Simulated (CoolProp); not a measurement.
Saturated liquid density (kg/m³) of water: the reference equation beside estimates from Tc = 647.1 K, pc = 22.06 MPa, ω = 0.344.

Computed with CoolProp (reference Helmholtz-energy equation of state, Wagner 2002).

| T (K) | reference | van der Waals | Peng-Robinson |
|---|---|---|---|
| 303.9 | [?] | 492.4 | 845.4 |
| 317.2 | 990.6 | [?] | 837.6 |
| 330.5 | 984.5 | 481.4 | 829.5 |
| 343.8 | 977.4 | 475.7 | [?] |
| 357.1 | 969.3 | 469.8 | 812.0 |
| 370.4 | 960.3 | 463.8 | 802.6 |
| 383.7 | 950.5 | 457.6 | 792.6 |
| 397 | 940.0 | 451.2 | 782.1 |
| 410.3 | 928.7 | 444.5 | 771.0 |
| 423.6 | 916.6 | [?] | 759.3 |

Fill in the missing entries.


- 303.9, reference: 995.4
- 317.2, van der Waals: 487.0
- 343.8, Peng-Robinson: 821.0
- 423.6, van der Waals: 437.7

Absolute difference from the reference over all 10 rows, mean and median: van der Waals 51.5 and 51.6 %, Peng-Robinson 16.2 and 16.3 %.
